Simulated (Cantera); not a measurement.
Input (Python, Cantera):

```python
import numpy as np
import cantera as ct

gas = ct.Solution("gri30.yaml")
gas.TPX = 1375, 23000, {'H2': 1.7, 'O2': 1, 'N2': 13}
inlet = ct.Reservoir(gas, clone=True)

reactor = ct.IdealGasConstPressureReactor(gas, energy="off", clone=False)
exhaust = ct.Reservoir(gas, clone=True)
tau = [15, 2.1, 0.31, 0.046, 0.0067, 0.00098, 0.00014][0]
for a, b in ((inlet, reactor), (reactor, exhaust)):
    ct.MassFlowController(a, b, mdot=lambda t: reactor.mass / tau)
net = ct.ReactorNet([reactor])
show = ['H2', 'O2', 'N2O', 'H2O2', 'O', 'H2O']

rows = []
print(f"{'tau/s':>10s}{'T/K':>9s}" + "".join(f"{s:>11s}" for s in show))
for tau in [15, 2.1, 0.31, 0.046, 0.0067, 0.00098, 0.00014]:
    net.initial_time = 0.0
    net.advance(30 * tau)
    before = gas.X
    net.advance(40 * tau)
    drift = np.max(np.abs(gas.X - before) / (gas.X + 1e-9))
    rows.append([gas.T, *gas[show].X, drift])
    print(f"{tau:10.3e}{gas.T:9.1f}" + "".join(f"{x:11.3e}" for x in gas[show].X))
```

Output:

```
     tau/s      T/K         H2         O2        N2O       H2O2          O        H2O
 1.500e+01   1375.0  1.068e-04  1.010e-02  1.077e-07  3.678e-08  1.768e-05  1.143e-01
 2.100e+00   1375.0  3.886e-04  1.018e-02  7.272e-08  9.187e-08  6.569e-05  1.138e-01
 3.100e-01   1375.0  1.299e-03  1.055e-02  4.320e-08  1.915e-07  2.317e-04  1.125e-01
 4.600e-02   1375.0  3.788e-03  1.182e-02  2.697e-08  3.218e-07  7.784e-04  1.084e-01
 6.700e-03   1375.0  8.789e-03  1.502e-02  1.930e-08  4.169e-07  2.417e-03  9.823e-02
 9.800e-04   1375.0  1.554e-02  2.046e-02  1.557e-08  4.282e-07  5.934e-03  8.039e-02
 1.400e-04   1375.0  2.713e-02  2.805e-02  1.149e-08  4.121e-07  8.218e-03  6.011e-02
```

Cantera simulation using GRI-Mech 3.0 (53 species, 325 reactions); the numbers are that mechanism's predictions, not measurements. The temperature is held fixed by assumption; the heat of reaction is taken as removed at once.
